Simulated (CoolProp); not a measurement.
Decamethylcyclopentasiloxane (D5) along the isobar 1.58 MPa: Z from the reference equation and from simpler models built on Tc = 618.3 K, pc = 1.078 MPa, ω = 0.631; each cubic takes its own stable root.

Computed with CoolProp (reference Helmholtz-energy equation of state, Thol 2019).

```tsv
T (K)	phase	reference	van der Waals	Redlich-Kwong	Soave-Redlich-Kwong
526.8	liquid	0.1923	0.3260	0.2397	0.2205
534	liquid	0.1926	0.3255	0.2406	0.2215
541.2	liquid	0.1932	0.3252	0.2417	0.2229
548.3	liquid	0.1939	0.3252	0.2432	0.2246
555.5	liquid	0.1949	0.3254	0.2449	0.2268
562.7	liquid	0.1962	0.3259	0.2470	0.2294
569.8	liquid	0.1978	0.3266	0.2495	0.2326
577	liquid	0.1998	0.3278	0.2525	0.2364
584.2	liquid	0.2023	0.3293	0.2560	0.2411
591.3	liquid	0.2055	0.3312	0.2601	0.2468
598.5	liquid	0.2095	0.3336	0.2650	0.2538
605.7	liquid	0.2148	0.3365	0.2709	0.2625
612.8	liquid	0.2216	0.3401	0.2778	0.2735
620	supercritical	0.2310	0.3445	0.2863	0.2880
```
